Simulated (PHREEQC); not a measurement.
A solution holds 0.064 mol/kgw HF, 0.11 mol/kgw H2SiF6, 0.00047 mol/kgw H3AsO4 and 0.0057 mol/kgw HNO3, at 20 °C. Closed to the air; pH follows from the charge balance.

Equilibrium calculation in PHREEQC: ion-association model, wateq4f.dat.

No solid was allowed to form.

**Question.** Estimate the pH.

**Answer.** pH 0.75.

**Question.** In which forms is F present?

**Answer.** SiF6-2 91 %, HF 6.6 %, H2F2 2.1 % of the F.

Species that the database lacks are ignored. SiF6-2 is the database's only silicon fluoride.
